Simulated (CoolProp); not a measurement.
Properties of ammonia at several states (Tc = 132.4 °C, pc = 11.36 MPa, ω = 0.256).

The numbers come from the reference Helmholtz-energy equation of state, Gao 2020 in CoolProp.

```csv
T (°C),p (MPa),phase,cv (kJ/(kg K)),speed of sound (m/s),Joule-Thomson coefficient (K/MPa),viscosity (µPa s),conductivity (mW/(m K))
-9.05,0.0974,gas,1.642,407.5,45.78,8.88,22.3
122.95,17.8,liquid,2.745,729.0,0.5499,59.2,276
329.15,19.5,supercritical,2.379,574.1,2.723,23.9,87.4
353.95,0.0204,gas,2.206,611.4,3.003,22.7,72.0
```

Viscosity comes from a separate model (Fenghour 1995). Thermal conductivity comes from a separate model (Tufeu 1984).
